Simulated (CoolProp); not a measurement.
The fluid at 286.43 K and 17.6 MPa is throttled through a valve to 3.14 MPa with no heat exchange. The same conditions are run with several fluids, on thermodynamics alone (safety and materials aside).

Model: reference Helmholtz-energy equation of state of each fluid (methanol: de Reuck 1993; toluene: Lemmon 2006; hexamethyldisiloxane (MM): Thol 2016; dodecamethylcyclohexasiloxane (D6): Colonna 2008; vinyl chloride: Thol 2022), in CoolProp.

```json
[
 {"fluid": "methanol", "temperature change (K)": "+5.0", "final density (kg/m³)": "796"},
 {"fluid": "toluene", "temperature change (K)": "+7.0", "final density (kg/m³)": "869"},
 {"fluid": "hexamethyldisiloxane (MM)", "temperature change (K)": "+6.4", "final density (kg/m³)": "770"},
 {"fluid": "dodecamethylcyclohexasiloxane (D6)", "temperature change (K)": "+6.6", "final density (kg/m³)": "981"},
 {"fluid": "vinyl chloride", "temperature change (K)": "+5.0", "final density (kg/m³)": "918"}
]
```
